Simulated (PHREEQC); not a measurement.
1 kg of water holding 0.0077 mol NaCl, 0.012 mol Na2SO4 and 0.24 mol Na2CO3 is evaporated at 25 °C; the solids stay in contact with the brine. No CO2 enters from the air. Only these solids could form: Burkeite, Halite, Mirabilite, Nahcolite, Natron, Thenardite, Trona.

Computed with PHREEQC (Pitzer model, pitzer.dat).

```tsv
water left (kg)	ionic strength	water activity	Natron (mol)	Burkeite (mol)	Cl in solution (mol/kgw)	S in solution (mol/kgw)	Na in solution (mol/kgw)
1	0.759	0.989	0	0	0.00770	0.0120	0.512
0.8219	0.924	0.987	0	0	0.00937	0.0146	0.623
0.6755	1.13	0.985	0	0	0.0114	0.0178	0.757
0.5552	1.37	0.982	0	0	0.0139	0.0216	0.922
0.4563	1.67	0.978	0	0	0.0169	0.0263	1.12
0.3751	2.03	0.974	0	0	0.0205	0.0320	1.36
0.3083	2.47	0.969	0	0	0.0250	0.0389	1.66
0.2534	3.01	0.963	0	0	0.0304	0.0474	2.02
0.2083	3.66	0.956	0	0	0.0370	0.0576	2.46
0.1712	4.45	0.946	0	0	0.0450	0.0701	2.99
0.1407	5.42	0.935	0	0	0.0547	0.0853	3.64
0.1157	6.59	0.920	0	0	0.0666	0.104	4.42
0.09508	8.02	0.900	0	0	0.0810	0.126	5.38
0.06757	8.69	0.889	0.0588	0	0.114	0.178	5.83
0.04018	9.02	0.882	0.134	0	0.192	0.299	6.09
0.01793	10.2	0.857	0.194	0	0.429	0.669	6.93
0.002539	12.4	0.716	0.227	0.00570	3.03	0.239	9.29
```

Natron from water left = 0.06757 kg (pH 11.98); Burkeite from water left = 0.002539 kg (pH 11.88).

Species that the database lacks are ignored.
